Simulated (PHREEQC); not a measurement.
Make-up at 25 °C: 35 mmol/kgw CuCl2, 22 mmol/kgw HCl and 2.1 mmol/kgw Zn(NO3)2. Closed to the air; pH follows from the charge balance.

Equilibrium calculation in PHREEQC: ion-association model, phreeqc.dat.

```
quantity                  before   after
------------------------  ------  ------
pH                          1.75    4.48
ionic strength (mol/kgw)   0.127   0.106
Cl- (mol/kgw)             0.0888  0.0674
```

### Question
What was changed between the two runs?
A) diluted 100-fold with water
B) CuCl2 left out
C) diluted 5-fold with water
D) HCl left out
E) Zn(NO3)2 replaced by Mn(NO3)2 at the same molality

### Answer
D, HCl left out

Precipitation was switched off in this run.
